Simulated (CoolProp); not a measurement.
R141b at several states: Z from the reference equation and from simpler models built on Tc = 477.5 K, pc = 4.212 MPa, ω = 0.220; each cubic takes its own stable root.

Model: reference Helmholtz-energy equation of state, Lemmon 2006, in CoolProp. It is a short technical equation, of lower accuracy than the large ones.

```tsv
T (K)	p (MPa)	phase	reference
266	0.0136	gas	0.9913
261.2	2.79	liquid	0.1149
306.2	0.0737	gas	0.9726
263.7	0.431	liquid	0.01769
258.1	0.0915	liquid	0.003810
```

**Question.** How far does each simpler model (van der Waals, Redlich-Kwong, Soave-Redlich-Kwong, Peng-Robinson) lie from the reference over these 5 states: mean and median of the absolute difference, and the worst?

**Answer.** 
- van der Waals: mean 5113.0 %, median 63.4 %, worst +25435.4 % at 258.1 K and 0.0915 MPa
- Redlich-Kwong: mean 6.9 %, median 11.1 %, worst +11.3 % at 258.1 K and 0.0915 MPa
- Soave-Redlich-Kwong: mean 5.6 %, median 9.0 %, worst +9.1 % at 258.1 K and 0.0915 MPa
- Peng-Robinson: mean 2.0 %, median 3.1 %, worst -3.2 % at 263.7 K and 0.431 MPa

At some of these states van der Waals gives the other phase, because its saturation line lies elsewhere.
